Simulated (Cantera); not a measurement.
Diamond growth

A diamond (100) surface in a fixed gas of H2 with x(CH4) = 0.0035, x(H) = 0.002, at 1375 K, 0.130 bar; coverages are run to steady state.

Model: the Harris–Goodwin 1993 mechanism for the reconstructed diamond (100) surface, integrated in Cantera.

| x(CH3) | growth (µm/h) | θ c6HH | θ c6H* | θ c6*H | θ c6** | θ c6HM |
|---|---|---|---|---|---|---|
| 1e-06 | 0.0211 | 0.376 | 0.0554 | 0.526 | 0.0430 | 1.34e-6 |
| 2.3e-06 | 0.0486 | 0.376 | 0.0554 | 0.526 | 0.0430 | 3.09e-6 |
| 5.2e-06 | 0.110 | 0.376 | 0.0554 | 0.526 | 0.0430 | 6.99e-6 |
| 1.2e-05 | 0.253 | 0.376 | 0.0554 | 0.526 | 0.0430 | 1.61e-5 |
| 2.7e-05 | 0.570 | 0.376 | 0.0554 | 0.525 | 0.0430 | 3.62e-5 |
| 6.1e-05 | 1.28 | 0.376 | 0.0554 | 0.525 | 0.0428 | 8.18e-5 |
| 0.00014 | 2.93 | 0.376 | 0.0554 | 0.525 | 0.0426 | 0.000187 |
| 0.00031 | 6.41 | 0.376 | 0.0553 | 0.524 | 0.0420 | 0.000413 |
| 0.00071 | 14.3 | 0.375 | 0.0551 | 0.523 | 0.0407 | 0.000934 |
θ: site fractions in the mechanism's names (c6HH fully hydrogenated, c6H* and c6*H radical sites, c6** diradical, c6HM methylated).
